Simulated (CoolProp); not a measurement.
Propylene at several states: density (kg/m³) from the reference equation and from simpler models built on Tc = 364.2 K, pc = 4555 kPa, ω = 0.146; each cubic takes its own stable root.

Computed with CoolProp (reference Helmholtz-energy equation of state, Lemmon 2013).

```json
[
 {"T (K)": "473", "p (kPa)": "2290", "phase": "gas", "reference": "26.47"},
 {"T (K)": "564.4", "p (kPa)": "47.6", "phase": "gas", "reference": "0.4272"},
 {"T (K)": "127.7", "p (kPa)": "8010", "phase": "liquid", "reference": "726.1"},
 {"T (K)": "292.1", "p (kPa)": "16.6", "phase": "gas", "reference": "0.2883"},
 {"T (K)": "564.7", "p (kPa)": "78.6", "phase": "gas", "reference": "0.7054"}
]
```

### Question
How far does each simpler model (Redlich-Kwong, Peng-Robinson) lie from the reference over these 5 states: mean and median of the absolute difference, and the worst?

### Answer
- Redlich-Kwong: mean 1.7 %, median 0.0 %, worst -7.9 % at 127.7 K and 8010 kPa
- Peng-Robinson: mean 0.8 %, median 0.0 %, worst +3.0 % at 127.7 K and 8010 kPa
